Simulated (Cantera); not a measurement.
# Transport properties of process gases

Gas mixture: 100 % N₂O, at 1000000 Pa, frozen composition.

Cantera's kinetic-theory transport with the Lennard-Jones parameters of GRI-Mech 3.0, ideal gas; thermal conductivity in the multicomponent form. The composition is frozen, though it would react at the higher temperatures.

```
T (K)  ρ (kg/m³)  cp (J/kg/K)  μ (µPa s)  λ (mW/m/K)     Pr  D (cm²/s) N₂  D (cm²/s) OH  D (cm²/s) H₂
-----  ---------  -----------  ---------  ----------  -----  ------------  ------------  ------------
400         13.2        970.3       19.5        25.3  0.746        0.0267        0.0416         0.109
600         8.82         1101       27.3        40.4  0.744        0.0545        0.0844         0.218
800         6.62         1192       34.0        54.7  0.742        0.0892         0.138         0.353
1000        5.29         1255       40.0        67.9  0.740         0.130         0.201         0.513
1200        4.41         1294       45.5        79.8  0.738         0.177         0.272         0.695
1400        3.78         1327       50.5        91.0  0.736         0.229         0.352         0.897
```
D: mixture-averaged diffusion coefficient of that species in the mixture.
